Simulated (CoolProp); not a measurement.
A single-stage vapour-compression cycle with the fluid: evaporating at 204.15 K (dew point), condensing at 258.15 K (bubble point), superheat 10 K, subcooling 5 K, compressor efficiency 0.65, no pressure losses. The same conditions are run with several fluids, on thermodynamics alone (safety and materials aside).

The numbers come from the reference Helmholtz-energy equation of state of each fluid (C3F8 (R218): Lemmon 2006; CH2F2 (R32): Tillner-Roth 1997; R13: Platzer 1990; R125: Lemmon 2005; hydrogen sulfide: Lemmon 2006) in CoolProp. The equations of Platzer and Polt are older, rougher fits.

```tsv
fluid	cooling COP	pressure ratio	discharge temperature (K)	refrigerating effect (kJ/kg)	volumetric capacity (kJ/m³)
C3F8 (R218)	1.88	13.8	275.8	75.4	144
CH2F2 (R32)	1.91	12.7	417.1	329	376
R13	1.86	7.01	314.9	100	1170
R125	1.98	12.7	306.9	126	277
hydrogen sulfide	1.90	10.1	458.6	468	580
```
